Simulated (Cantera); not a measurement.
## SiF4 + O2 (silicon oxide and oxynitride deposition)

A closed system holds: 1 mol SiF4, 1.3 mol O2, held at 973.15 K and 19.0 Pa.

Method: chemical equilibrium by Gibbs-energy minimisation in Cantera with the NASA 1993 tables (ideal gas, pure condensed phases). Candidate condensed phases: Si, SiO2; 17 gas species. Equilibrium is a limit: real reactors are often held back by kinetics, nucleation or transport.

| Item | Value |
|---|---|
| x(O2) | 0.565 |
| x(SiF4) | 0.435 |
| gas amount | 2.300 mol |
| log10 activity of Si(s) (absent) | -35.48 |
